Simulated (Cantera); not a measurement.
A closed system holds: 1 mol Si, a varied amount of Cl2, 0.1 mol H2, equilibrated at 350 °C and 0.00160 bar.

Cantera equilibrium calculation (NASA polynomials, part measured and part estimated; ideal gas, pure solids and liquids). Candidate condensed phases: Si; 19 gas species. Rates play no part.

At 3.2 mol Cl2, list the 3 most abundant gas species with their mole fractions, and the condensed phases.

Cl2 0.478, SiCl4 0.435, HCl 0.0870. Condensed: gas only.
